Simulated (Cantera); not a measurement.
Mixture: CH4 : C2H6 : O2 : N2 = 1 : 0.07 : 2.64 : 9.93 (molar parts), equivalence ratio 0.85, at 7500 Torr, adiabatic and at constant pressure. Ignition delay is the time to a rise of 400 K.

Cantera simulation using GRI-Mech 3.0 (53 species, 325 reactions); the numbers are that mechanism's predictions, not measurements.

Predict: delay at 1250 K; delay at 1325 K; delay at 1400 K; delay at 1475 K; delay at 1550 K; apparent activation energy between 1400 and 1550 K.


```
Quantity                                                Result
--------------------------------------------------  ----------
delay at 1250 K                                       0.747 ms
delay at 1325 K                                       0.349 ms
delay at 1400 K                                       0.171 ms
delay at 1475 K                                        86.9 µs
delay at 1550 K                                        45.8 µs
apparent activation energy between 1400 and 1550 K  160 kJ/mol
```
